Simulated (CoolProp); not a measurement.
The fluid at 298.15 K and 0.641 MPa flows at 0.063 m/s in a round tube of 6 mm bore and 15 µm roughness, fully developed (64/Re and Nu = 3.66 if laminar; Colebrook and Gnielinski if turbulent). The same conditions are run with several fluids, on thermodynamics alone (safety and materials aside).

Values from CoolProp's reference Helmholtz-energy equation of state of each fluid (normal hydrogen: Leachman 2009; R507A: Lemmon 2003; methane: Setzmann 1991; R404A: Lemmon 2003; C2F6 (R116): Lemmon 2006). Blends and air are pseudo-pure fits.

```json
[
 {"fluid": "normal hydrogen", "Reynolds number": "22.0", "Darcy friction factor": "2.90", "pressure drop (Pa/m)": "0.499", "heat-transfer coefficient (W/(m² K))": "?", "mass flow (kg/h)": "0.00333"},
 {"fluid": "R507A", "Reynolds number": "881", "Darcy friction factor": "0.0727", "pressure drop (Pa/m)": "?", "heat-transfer coefficient (W/(m² K))": "8.65", "mass flow (kg/h)": "0.185"},
 {"fluid": "methane", "Reynolds number": "141", "Darcy friction factor": "0.455", "pressure drop (Pa/m)": "0.631", "heat-transfer coefficient (W/(m² K))": "21.0", "mass flow (kg/h)": "?"},
 {"fluid": "R404A", "Reynolds number": "869", "Darcy friction factor": "0.0737", "pressure drop (Pa/m)": "0.694", "heat-transfer coefficient (W/(m² K))": "8.70", "mass flow (kg/h)": "0.183"},
 {"fluid": "C2F6 (R116)", "Reynolds number": "1020", "Darcy friction factor": "0.0624", "pressure drop (Pa/m)": "0.792", "heat-transfer coefficient (W/(m² K))": "9.15", "mass flow (kg/h)": "0.246"}
]
```

Question: What belongs in the gaps?

Answer: 
- normal hydrogen, heat-transfer coefficient (W/(m² K)): 114
- R507A, pressure drop (Pa/m): 0.692
- methane, mass flow (kg/h): 0.0269

Transport values come from each fluid's own correlations; those of C2F6 (R116) are estimates that may be off by 10 % or more.
